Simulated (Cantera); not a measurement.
An isothermal, constant-pressure homogeneous reactor starts with CH₃OH : O₂ : N₂ = 0.002 : 0.0024 : 1 (molar parts), equivalence ratio 1.3, at 1098 K and 2.80 bar.

Computed with Cantera and GRI-Mech 3.0 (53 species, 325 reactions). GRI-Mech 3.0 was tuned for natural gas; its chemistry of methanol as a main component is partial and can be far from experiment.

x: mole fraction; the columns are a selection and need not sum to one.

```
t (s)      x CH₃OH      x O₂    x H₂O₂   x NO₂     x HCO      x CO    x C₂H₄
--------  --------  --------  --------  ------  --------  --------  --------
9.00e-5    0.00199   0.00239    <1e-12  <1e-12    <1e-12  1.09e-10    <1e-12
0.000419   0.00199   0.00239    <1e-12  <1e-12    <1e-12  5.18e-10    <1e-12
0.00195    0.00199   0.00239  8.90e-12  <1e-12    <1e-12         …    <1e-12
0.00911    0.00199   0.00239  3.55e-10  <1e-12    <1e-12         …    <1e-12
0.0424     0.00199   0.00239   1.09e-8  <1e-12    <1e-12         …  1.59e-12
0.198     4.26e-12   1.79e-6  2.22e-10  <1e-12  3.10e-10         …    <1e-12
0.921     1.81e-12   3.92e-9    <1e-12  <1e-12  1.16e-11  0.000716    <1e-12
4.29        <1e-12  2.18e-10    <1e-12  <1e-12  1.66e-12  0.000668    <1e-12
20.0        <1e-12  1.84e-11    <1e-12  <1e-12    <1e-12  0.000635    <1e-12
```

What belongs in the gaps?


- 0.00195, x CO: 2.43e-9
- 0.00911, x CO: 1.15e-8
- 0.0424, x CO: 7.34e-8
- 0.198, x CO: 0.000872
